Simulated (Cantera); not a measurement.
A closed system holds: 1 mol CH3OH, 0.12 mol H2O, a varied amount of H2, held at 1323.15 K and 1.33 mbar.

Cantera equilibrium calculation (NASA polynomials, part measured and part estimated; ideal gas, pure solids and liquids). Candidate condensed phases: C, C6H6, C7H8, C8H18, H2O; 110 gas species. Equilibrium is a limit: real reactors are often held back by kinetics, nucleation or transport.

log p: log10 of the partial pressure in bar; nothing condenses.

```
n(H2) (mol)  log p H2  log p CO  log p H2O  log p CO2  log p H  log p OH
-----------  --------  --------  ---------  ---------  -------  --------
3.6             -2.95     -3.71      -4.66      -5.68    -7.28    -10.82
4.8             -2.94     -3.78      -4.73      -5.83    -7.27    -10.90
6.4             -2.93     -3.86      -4.80      -6.00    -7.26    -10.97
8.5             -2.92       ___        ___        ___    -7.26       ___
11              -2.91     -4.03      -4.96      -6.35    -7.25    -11.15
15              -2.90     -4.13      -5.07      -6.57    -7.25    -11.25
20              -2.90     -4.24      -5.17      -6.78    -7.25    -11.36
26              -2.89     -4.34      -5.27      -6.99    -7.24    -11.46
34              -2.89       ___        ___        ___    -7.24       ___
46              -2.89     -4.57      -5.49      -7.44    -7.24    -11.69
```

Problem. Some entries are withheld; supply them.

Solution. 
- 8.5, log p CO: -3.94
- 8.5, log p H2O: -4.88
- 8.5, log p CO2: -6.18
- 8.5, log p OH: -11.06
- 34, log p CO: -4.45
- 34, log p H2O: -5.37
- 34, log p CO2: -7.20
- 34, log p OH: -11.57
